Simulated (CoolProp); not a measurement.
Vapour-liquid equilibrium of dimethyl ether (1) + n-hexane (2) at 267.2 K; x and y are mole fractions of (1).

The numbers come from the multi-fluid Helmholtz-energy mixture model, Wu 2011 and Thol 2019; pair parameters Bell 2016 in CoolProp.

```json
[
 {"x": "0.05", "bubble pressure (MPa)": "0.02040", "y at the bubble point": "0.794", "dew pressure at overall composition x (MPa)": "0.004583", "liquid density (mol/L)": "8.130"},
 {"x": "0.2", "bubble pressure (MPa)": "0.06497", "y at the bubble point": "0.943", "dew pressure at overall composition x (MPa)": "0.005433", "liquid density (mol/L)": "8.825"},
 {"x": "0.35", "bubble pressure (MPa)": "0.1013", "y at the bubble point": "0.968", "dew pressure at overall composition x (MPa)": "0.006669", "liquid density (mol/L)": "9.626"},
 {"x": "0.5", "bubble pressure (MPa)": "0.1298", "y at the bubble point": "0.979", "dew pressure at overall composition x (MPa)": "0.008631", "liquid density (mol/L)": "10.56"},
 {"x": "0.65", "bubble pressure (MPa)": "0.1539", "y at the bubble point": "0.986", "dew pressure at overall composition x (MPa)": "0.01223", "liquid density (mol/L)": "11.68"},
 {"x": "0.8", "bubble pressure (MPa)": "0.1775", "y at the bubble point": "0.991", "dew pressure at overall composition x (MPa)": "0.02094", "liquid density (mol/L)": "13.03"},
 {"x": "0.95", "bubble pressure (MPa)": "0.2048", "y at the bubble point": "0.998", "dew pressure at overall composition x (MPa)": "0.07215", "liquid density (mol/L)": "14.72"}
]
```

No azeotrope shows between x = 0.05 and 0.95.

The pair parameters rest on a limited set of measurements; away from them the model extrapolates.
